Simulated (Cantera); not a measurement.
**Equilibrium for calcination and drying: CsOH + H2O + H2**

Feed: 1 mol CsOH, a varied amount of H2O, 0.03 mol H2, held at 848.15 K and 1.33 mbar.

These are equilibrium values from Cantera (NASA tables, ideal gas, pure condensed phases), not measurements of a reactor. Candidate condensed phases: Cs, CsOH, H2O; 15 gas species. Rates play no part.

From 0.39 mol H2O to 3 mol H2O nothing is condensed. The main Cs-bearing gas is CsOH throughout.

| n(H2O) (mol) | x H2O | x CsOH | x Cs2(OH)2 | x H2 | x Cs |
|---|---|---|---|---|---|
| 0.39 | 0.305 | 0.567 | 0.104 | 0.0225 | 0.00152 |
| 0.5 | 0.357 | 0.530 | 0.0907 | 0.0208 | 0.00116 |
| 0.64 | 0.414 | 0.489 | 0.0773 | 0.0189 | 0.000886 |
| 0.83 | 0.475 | 0.444 | 0.0636 | 0.0168 | 0.000660 |
| 1.1 | 0.542 | 0.393 | 0.0498 | 0.0145 | 0.000475 |
| 1.4 | 0.599 | 0.349 | 0.0393 | 0.0126 | 0.000357 |
| 1.8 | 0.655 | 0.304 | 0.0298 | 0.0108 | 0.000262 |
| 2.3 | 0.706 | 0.262 | 0.0222 | 0.00911 | 0.000193 |
| 3 | 0.756 | 0.220 | 0.0157 | 0.00749 | 0.000137 |
x: gas mole fraction; nothing condenses.
